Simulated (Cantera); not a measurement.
A perfectly stirred reactor is fed with NO : N₂ = 1 : 0.2 (molar parts), at 110000 Pa; it is held at 2075 K, and followed from long to short residence time.

Computed with Cantera and GRI-Mech 3.0 (53 species, 325 reactions).

Problem. Predict: x(NO) at τ = 0.860 s; x(N₂) at τ = 0.860 s; x(NO₂) at τ = 0.860 s; x(O₂) at τ = 0.860 s; x(O) at τ = 0.860 s; x(NO) at τ = 5.00 ms; x(N₂) at τ = 5.00 ms; x(NO₂) at τ = 5.00 ms; x(O₂) at τ = 5.00 ms; x(O) at τ = 5.00 ms.

Solution. 
| Quantity | Value |
|---|---|
| x(NO) at τ = 0.860 s | 0.218 |
| x(N₂) at τ = 0.860 s | 0.474 |
| x(NO₂) at τ = 0.860 s | 0.000423 |
| x(O₂) at τ = 0.860 s | 0.307 |
| x(O) at τ = 0.860 s | 0.000625 |
| x(NO) at τ = 5.00 ms | 0.816 |
| x(N₂) at τ = 5.00 ms | 0.175 |
| x(NO₂) at τ = 5.00 ms | 0.000413 |
| x(O₂) at τ = 5.00 ms | 0.00828 |
| x(O) at τ = 5.00 ms | 0.000181 |
